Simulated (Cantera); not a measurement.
An isothermal plug-flow reactor at 975 K and 5.00 bar (inlet), inlet velocity 4 m/s, active area per volume 830 1/m; feed H2 : O2 : N2 = 0.0052 : 0.1 : 0.79 (molar parts), equivalence ratio 0.026.

Computed with Cantera and Deutschmann's 1995 Pt surface mechanism with GRI-Mech 3.0 gas chemistry. Catalytic surfaces can have several steady states; this one follows from the mechanism file's or the stated starting coverage. Mass transfer to the wall is taken as infinitely fast.

Problem. Predict: x(H2) at z = 0.0038 m; x(O2) at z = 0.0038 m; x(H2O) at z = 0.0038 m; θ(free Pt) at the exit; θ(O*) at the exit; θ(OH*) at the exit.

Solution. x(H2) at z = 0.0038 m: 0.000199
x(O2) at z = 0.0038 m: 0.109
x(H2O) at z = 0.0038 m: 0.00563
θ(free Pt) at the exit: 0.103
θ(O*) at the exit: 0.894
θ(OH*) at the exit: 0.00253
